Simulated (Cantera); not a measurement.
Input (Python, Cantera) and output of one run.

```python
import numpy as np
import cantera as ct

gas_names = """
    AL ALBr ALBr3 ALH ALN AL2 AL2Br6 Br Br2 H HBr H2 N NH NH2 NH3 N2 N2H2 N2H4
""".split()
cond_names = """
    AL(cr) AL(L) ALBr3(s) ALBr3(L) ALN(s) Br2(cr) Br2(L)
""".split()


# ... load() reads the species with a 1 bar reference pressure and builds the phases ...
atoms = {
    'AlBr3': {'AL': 1, 'Br': 3},
    'N2': {'N': 2},
    'H2': {'H': 2},
}
top_T = {'ALN(s)': 2750}  # K; cautious upper limits of use, not melting points


# ... equilibrate(T, P, feed) seeds the gas with the atoms and calls Mixture.equilibrate('TP', solver="vcs", rtol=1e-11, max_steps=5000) ...
results = []
feed = {'AlBr3': 1, 'N2': 5.5, 'H2': 3.7}  # mol
P = 7100  # Pa
for T in [1248, 1398, 1548, 1698, 1848, 1998, 2148]:
    mix = equilibrate(T, P, feed)
    results.append((T, P, feed, dict(zip(mix.species_names, mix.species_moles))))

top = {s: max(r[3][s] / sum(r[3][g] for g in gas_names) for r in results) for s in gas_names}
cols = sorted((s for s in top if top[s] > 0.0001), key=lambda s: -top[s])[:5]
seen = [c for c in cond_names if any(r[3].get(c, 0) > 1e-12 for r in results)]
print("log10 of partial pressures in bar; condensed amounts in mol")
print(f"{'T/K':>10s}" + "".join(f"{s[:9]:>10s}" for s in cols + seen))
for T, P, feed, n in results:
    ng = sum(n[g] for g in gas_names)
    print(f"{T:10.4g}" + "".join(f"{np.log10(max(n[s] / ng * P / 1e5, 1e-99)):10.3f}" for s in cols)
          + "".join(f"{n.get(c, 0):10.4g}" for c in seen))
```

Output:

```
log10 of partial pressures in bar; condensed amounts in mol
       T/K        N2        H2       HBr      ALBr     ALBr3    ALN(s)
      1248    -1.431    -1.654    -2.149    -6.723    -2.338      0.34
      1398    -1.430    -1.650    -2.174    -5.124    -2.327     0.322
      1548    -1.430    -1.648    -2.195    -3.844    -2.325    0.2979
      1698    -1.433    -1.654    -2.233    -2.810    -2.374    0.1494
      1848    -1.445    -1.688    -2.148    -2.397    -2.601         0
      1998    -1.460    -1.720    -2.078    -2.272    -3.021         0
      2148    -1.471    -1.730    -2.116    -2.229    -3.659         0
```

Equilibrium computed with Cantera from the NASA thermochemical tables; the gas is ideal and each condensed phase is pure.
